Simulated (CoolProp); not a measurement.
Aqueous ethylene glycol as a coolant, 27 % by mass, freezing at -12.3 °C, 1 atm.

Values from CoolProp's Melinder's fits for secondary coolants.

| T (°C) | density (kg/m³) | cp (kJ/(kg K)) | Prandtl number | viscosity (mPa s) |
|---|---|---|---|---|
| -9.9 | 1042 | 3.695 | 48.6 | 5.88 |
| -5.8 | 1042 | 3.706 | 40.6 | 4.94 |
| -1.8 | 1041 | 3.717 | 34.4 | 4.21 |
| 2.2 | 1040 | 3.728 | 29.3 | 3.61 |
| 6.2 | 1039 | 3.738 | 25.2 | 3.13 |
| 10.2 | 1037 | 3.749 | 21.8 | 2.72 |
| 14.2 | 1036 | 3.759 | 19.1 | 2.39 |
| 18.3 | 1034 | 3.770 | 16.7 | 2.11 |
| 22.3 | 1033 | 3.780 | 14.8 | 1.87 |
| 26.3 | 1031 | 3.791 | 13.1 | 1.68 |
| 30.3 | 1030 | 3.801 | 11.8 | 1.51 |
